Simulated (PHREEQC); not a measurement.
Dissolve 0.032 mol/kgw CuCl2 and 6.3e-05 mol/kgw Na2SO4 at 25 °C. Closed to the air; pH follows from the charge balance.

The numbers come from PHREEQC with the ion-association model, phreeqc.dat.

Precipitation was switched off in this run.

Problem. Order these Cu species by the share of Cu that they hold, largest first: Cu+2, CuCl2, Cu2(OH)2+2, CuCl+.

Solution. Cu+2 (93 %), CuCl+ (6.4 %), CuCl2 (0.12 %), Cu2(OH)2+2 (0.10 %)

The pH is 4.49 and the ionic strength 0.0919 mol/kgw.
